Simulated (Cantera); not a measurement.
An adiabatic, constant-volume homogeneous reactor starts with 8.33 % C3H8, 18.1 % O2, 68.0 % N2, 5.58 % H2O, equivalence ratio 2.3, at 1173 K and 310000 Pa.

Model: GRI-Mech 3.0 (53 species, 325 reactions), integrated in Cantera. GRI-Mech 3.0 was tuned for natural gas; its chemistry of propane as a main component is partial and can be far from experiment.

Question: Predict: time of steepest temperature rise; temperature at 2.00 s; equilibrium temperature; x(O2) at 2.00 s; x(H2O) at 2.00 s; x(CH4) at 2.00 s; x(HO2) at 2.00 s; x(O) at 2.00 s.

Answer: 
```
Property                                                             Value
---------------------------------  ---------------------------------------
time of steepest temperature rise                                  6.38 ms
temperature at 2.00 s                                               2438 K
equilibrium temperature                                             2438 K
x(O2) at 2.00 s                    8.03e-7 (gas-phase equilibrium 8.03e-7)
x(H2O) at 2.00 s                       0.109 (gas-phase equilibrium 0.109)
x(CH4) at 2.00 s                   2.93e-9 (gas-phase equilibrium 3.29e-9)
x(HO2) at 2.00 s                   1.87e-9 (gas-phase equilibrium 1.87e-9)
x(O) at 2.00 s                     3.26e-6 (gas-phase equilibrium 3.26e-6)
```
